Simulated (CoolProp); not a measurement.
R245ca along the isotherm 450 K: Z from the reference equation and from simpler models built on Tc = 447.6 K, pc = 3941 kPa, ω = 0.355; each cubic takes its own stable root.

Computed with CoolProp (reference Helmholtz-energy equation of state, Zhou 2016).

```
p (kPa)  phase  reference  van der Waals  Soave-Redlich-Kwong  Peng-Robinson
-------  -----  ---------  -------------  -------------------  -------------
141        gas     0.9875         0.9894               0.9879         0.9866
281        gas     0.9750         0.9787               0.9758         0.9731
422        gas     0.9622         0.9678               0.9634         0.9593
563        gas     0.9493         0.9566               0.9507         0.9454
704        gas     0.9361         0.9452               0.9379         0.9312
844        gas     0.9228         0.9336               0.9249         0.9169
985        gas     0.9091         0.9217               0.9115         0.9023
1130       gas     0.8948         0.9092               0.8976         0.8870
1270       gas     0.8807         0.8968               0.8838         0.8719
1410       gas     0.8663         0.8841               0.8697         0.8566
1550       gas     0.8515         0.8710               0.8552         0.8410
1690       gas     0.8363         0.8576               0.8404         0.8250
1830       gas     0.8207         0.8438               0.8253         0.8087
1970       gas     0.8046         0.8295               0.8097         0.7919
```
